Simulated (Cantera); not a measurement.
Cantera with NASA thermochemical tables; ideal gases at 1 bar, condensed phases pure. Values are per mole of reaction as written; species without (g) are pure solids or liquids, kept so even where they would boil at 1 bar.

CF4(g) → CF2(g) + F2(g)

```tsv
T (K)	ΔH° (kJ)	ΔS° (J/K)	ΔG° (kJ)	log10 K
300	751.1	182.3	696.4	-121.26
525	751.9	184.5	655.1	-65.17
625	751.7	184.1	636.6	-53.21
725	751.3	183.5	618.2	-44.54
825	750.8	182.8	599.9	-37.98
925	750.1	182.1	581.7	-32.85
1025	749.4	181.3	563.5	-28.72
1125	748.6	180.6	545.4	-25.32
1225	[?]	[?]	[?]	[?]
1325	[?]	[?]	[?]	[?]
```

What belongs in the gaps?


- 1225, ΔH° (kJ): 747.8
- 1225, ΔS° (J/K): 179.9
- 1225, ΔG° (kJ): 527.4
- 1225, log10 K: -22.49
- 1325, ΔH° (kJ): 747.0
- 1325, ΔS° (J/K): 179.3
- 1325, ΔG° (kJ): 509.4
- 1325, log10 K: -20.08
